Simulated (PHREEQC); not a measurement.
**Silver or lead bath: an equilibrium model**

Make-up at 25 °C: 30 mmol/kgw Pb(NO3)2, 0.072 mmol/kgw KBr and 0.91 mmol/kgw Cu(NO3)2. It is in equilibrium with CO2 at log p = -3.5 (atm). Otherwise closed; pH follows from the charge balance.

All values are PHREEQC results (ion-association model, wateq4f.dat), not measurements.

No solid was allowed to form.

Task: What pH, ionic strength does the model give?

Result: pH 4.66; ionic strength 0.0784 mol/kgw.

Task: In which forms is Br present?

Result: Br- 65 %, PbBr+ 35 % of the Br.
